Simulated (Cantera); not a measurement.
Charge: 1 mol CO2, 0.064 mol SO2, 0.3 mol O2, 0.51 mol H2O, equilibrated at 3223 K and 1 atm.

Method: chemical equilibrium by Gibbs-energy minimisation in Cantera with the NASA 1993 tables (ideal gas, pure condensed phases). Rates play no part.

| species | before | after |
|---|---|---|
| CO | 0.246 | 0.321 |
| S | 0.000390 | 0.197 |
| S2 | 7.15e-7 | 0.182 |
| O2 | 0.198 | 6.13e-5 |
| SH | 4.90e-5 | 0.0477 |
| O | 0.102 | 0.00180 |
| CO2 | 0.156 | 0.00359 |
| OH | 0.0876 | 0.00298 |
| H2O | 0.116 | 0.00757 |
| SO | 0.00617 | 0.0549 |
| SO2 | 0.0192 | 0.00300 |
| H2 | 0.0233 | 0.0866 |
| H | 0.0453 | 0.0874 |
| CS | 3.02e-9 | 0.000113 |
| CS2 | <1e-9 | 1.33e-5 |
| S2O | 1.38e-7 | 0.000620 |
| H2S | 1.49e-6 | 0.00279 |
| HO2 | 6.39e-5 | 3.82e-8 |
| COS | 6.93e-7 | 0.000456 |
Gas species are given as mole fractions.

Task: Which change was made?
A) pressure from 1 atm to 0.110 bar
B) CO2 replaced by CS2
C) H2O from 0.51 to 0.059 mol
D) O2 from 0.3 to 6 mol

Result: B, CO2 replaced by CS2
